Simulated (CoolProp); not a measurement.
Vapour pressure (MPa) of R1234ze(E): the reference equation beside estimates from Tc = 382.5 K, pc = 3.635 MPa, ω = 0.313.

Computed with CoolProp (reference Helmholtz-energy equation of state, Thol 2016).

```
T (K)  reference  Lee-Kesler  van der Waals  Soave-Redlich-Kwong  Peng-Robinson
-----  ---------  ----------  -------------  -------------------  -------------
273.5     0.2194      0.2199         0.8112               0.2197         0.2186
278.6     0.2635      0.2645         0.8895               0.2644         0.2625
283.7     0.3142      0.3157         0.9724               0.3157         0.3130
288.8     0.3719      0.3741          1.060               0.3744         0.3707
294       0.4389      0.4417          1.155               0.4425         0.4376
299.1     0.5130      0.5165          1.253               0.5180         0.5118
304.2     0.5962      0.6003          1.356               0.6028         0.5952
309.3     0.6893      0.6938          1.464               0.6977         0.6885
314.4     0.7928      0.7978          1.577               0.8034         0.7926
319.6     0.9101      0.9152          1.698               0.9230         0.9105
324.7      1.037       1.042          1.823                1.053          1.039
```

Absolute difference from the reference over all 11 rows, mean and median: Lee-Kesler 0.5 and 0.6 %, van der Waals 155.5 and 144.2 %, Soave-Redlich-Kwong 0.9 and 1.0 %, Peng-Robinson 0.2 and 0.2 %.
